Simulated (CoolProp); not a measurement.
Vapour-liquid equilibrium of R13 (1) + R11 (2) at 25.2 kPa; x and y are mole fractions of (1).

The numbers come from the multi-fluid Helmholtz-energy mixture model, Platzer 1990 and Jacobsen 1992; pair parameters Bell 2016 in CoolProp. This equation is an older, rougher fit; its heat capacities, sound speeds and derivatives of the liquid may be far off and weren't checked against measurements.

| x | bubble temperature, mixture model (K) | bubble temperature, Raoult's law (K) | y, mixture model | y, Raoult's law |
|---|---|---|---|---|
| 0.05 | 210.1 | 224.9 | 0.961 | 0.888 |
| 0.15 | ___ | 201.4 | ___ | 0.983 |
| 0.25 | 181.5 | 191.5 | 0.998 | 0.994 |
| 0.35 | 177.9 | 185.5 | 0.999 | 0.997 |
| 0.45 | 175.7 | 181.3 | 0.999 | 0.999 |
| 0.55 | ___ | 178.1 | 0.999 | 0.999 |
| 0.65 | ___ | 175.5 | 0.999 | 1.000 |
| 0.75 | 172.2 | 173.3 | 1.000 | 1.000 |
| 0.85 | ___ | 171.5 | 1.000 | 1.000 |
| 0.95 | 169.9 | 169.9 | 1.000 | 1.000 |

**Question.** Complete the blanks.

**Answer.** 
- 0.15, bubble temperature, mixture model (K): 188.8
- 0.15, y, mixture model: 0.995
- 0.55, bubble temperature, mixture model (K): 174.3
- 0.65, bubble temperature, mixture model (K): 173.2
- 0.85, bubble temperature, mixture model (K): 171.1

The largest gap from Raoult's law is -14.8 K in bubble temperature, at x = 0.05. No azeotrope shows between x = 0.05 and 0.95.

Pair parameters are fitted to limited data, so mixtures are less certain than the pure fluids. With so large a gap from Raoult's law the liquid may split in two, which this calculation doesn't test in full.
